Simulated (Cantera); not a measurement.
Cantera run:

```python
import numpy as np
import cantera as ct

gas_names = """
    B BCL BCLF BCL2 BCL3 BF BF2 BF3 BN BO BOCL BOF BOF2 BO2 B2 B2O B2O2 B2O3 B3O3CL3 B3O3F3 CL CLF CLF3
    CLO CL2 F FO FO2 F2 F2O N NF NF2 NF3 NO NO2 NO3 N2 N2O O O2 O3
""".split()
cond_names = """
    B(b) B(L) BN(s) B2O3(L)
""".split()


# ... load() reads the species with a 1 bar reference pressure and builds the phases ...
atoms = {
    'B2O3': {'B': 2, 'O': 3},
    'BCl3': {'B': 1, 'CL': 3},
    'N2': {'N': 2},
    'F2': {'F': 2},
    'O2': {'O': 2},
}
top_T = {'BN(s)': 3200}  # K; cautious upper limits of use, not melting points


# ... equilibrate(T, P, feed) seeds the gas with the atoms and calls Mixture.equilibrate('TP', solver="vcs", rtol=1e-11, max_steps=5000) ...
results = []
feed = {'B2O3': 1, 'BCl3': 9.2, 'N2': 11, 'F2': 4.1, 'O2': 0.65}  # mol
P = 10000  # Pa
for T in [1023, 1073, 1123, 1173, 1223, 1273, 1323, 1373, 1423, 1473, 1523, 1573, 1623, 1673]:
    mix = equilibrate(T, P, feed)
    results.append((T, P, feed, dict(zip(mix.species_names, mix.species_moles))))

top = {s: max(r[3][s] / sum(r[3][g] for g in gas_names) for r in results) for s in gas_names}
cols = sorted((s for s in top if top[s] > 1e-06), key=lambda s: -top[s])[:9]
seen = [c for c in cond_names if any(r[3].get(c, 0) > 1e-12 for r in results)]
print("log10 of partial pressures in bar; condensed amounts in mol")
print(f"{'T/K':>10s}" + "".join(f"{s[:9]:>10s}" for s in cols + seen))
for T, P, feed, n in results:
    ng = sum(n[g] for g in gas_names)
    print(f"{T:10.4g}" + "".join(f"{np.log10(max(n[s] / ng * P / 1e5, 1e-99)):10.3f}" for s in cols)
          + "".join(f"{n.get(c, 0):10.4g}" for c in seen))
```

Result:

```
log10 of partial pressures in bar; condensed amounts in mol
       T/K        N2       CL2      BCL3        CL       BOF       BF3   B3O3CL3    B3O3F3      BOCL   B2O3(L)
      1023    -1.352    -1.662    -1.731    -4.096    -4.762    -2.002    -2.393    -2.964    -6.757    0.1612
      1073    -1.352    -1.663    -1.738    -3.800    -4.317    -2.005    -2.364    -2.941    -6.215   0.07501
      1123    -1.353    -1.665    -1.744    -3.531    -3.914    -2.009    -2.342    -2.924    -5.723         0
      1173    -1.354    -1.668    -1.744    -3.285    -3.555    -2.011    -2.345    -2.936    -5.282         0
      1223    -1.356    -1.673    -1.744    -3.060    -3.229    -2.015    -2.353    -2.955    -4.879         0
      1273    -1.358    -1.682    -1.744    -2.854    -2.933    -2.024    -2.369    -2.986    -4.511         0
      1323    -1.363    -1.695    -1.744    -2.666    -2.668    -2.039    -2.399    -3.038    -4.177         0
      1373    -1.370    -1.714    -1.742    -2.495    -2.435    -2.065    -2.452    -3.124    -3.876         0
      1423    -1.380    -1.740    -1.738    -2.341    -2.239    -2.103    -2.541    -3.261    -3.610         0
      1473    -1.393    -1.776    -1.734    -2.202    -2.083    -2.157    -2.689    -3.472    -3.384         0
      1523    -1.406    -1.821    -1.731    -2.078    -1.974    -2.218    -2.923    -3.775    -3.205         0
      1573    -1.418    -1.874    -1.730    -1.967    -1.912    -2.273    -3.267    -4.179    -3.079         0
      1623    -1.428    -1.937    -1.733    -1.869    -1.888    -2.306    -3.714    -4.661    -3.003         0
      1673    -1.436    -2.010    -1.739    -1.784    -1.886    -2.322    -4.212    -5.174    -2.958         0
```

Method: chemical equilibrium by Gibbs-energy minimisation in Cantera with the NASA 1993 tables (ideal gas, pure condensed phases). The tables' values for BOCl, BF2, BCl2 are old estimates; treat these amounts as uncertain.
